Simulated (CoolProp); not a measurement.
The fluid at 267.5 K and 0.879 MPa is throttled through a valve to 0.212 MPa with no heat exchange. The same conditions are run with several fluids, on thermodynamics alone (safety and materials aside).

Values from CoolProp's reference Helmholtz-energy equation of state of each fluid (R22: Kamei 1995; ethylbenzene: Zhou 2012; cyclopentane: Gedanitz 2015; vinyl chloride: Thol 2022; trans-2-butene: Lemmon 2005).

```json
[
 {"fluid": "R22", "temperature change (K)": "[?]", "final phase": "[?]", "final density (kg/m³)": "[?]"},
 {"fluid": "ethylbenzene", "temperature change (K)": "+0.3", "final phase": "liquid", "final density (kg/m³)": "889"},
 {"fluid": "cyclopentane", "temperature change (K)": "+0.3", "final phase": "liquid", "final density (kg/m³)": "[?]"},
 {"fluid": "vinyl chloride", "temperature change (K)": "+0.2", "final phase": "liquid", "final density (kg/m³)": "[?]"},
 {"fluid": "trans-2-butene", "temperature change (K)": "+0.3", "final phase": "liquid", "final density (kg/m³)": "634"}
]
```

Problem. What belongs in the gaps?

Solution. 
- R22, temperature change (K): -18.1
- R22, final phase: two-phase, vapour fraction 0.093
- R22, final density (kg/m³): 94.8
- cyclopentane, final density (kg/m³): 770
- vinyl chloride, final density (kg/m³): 955
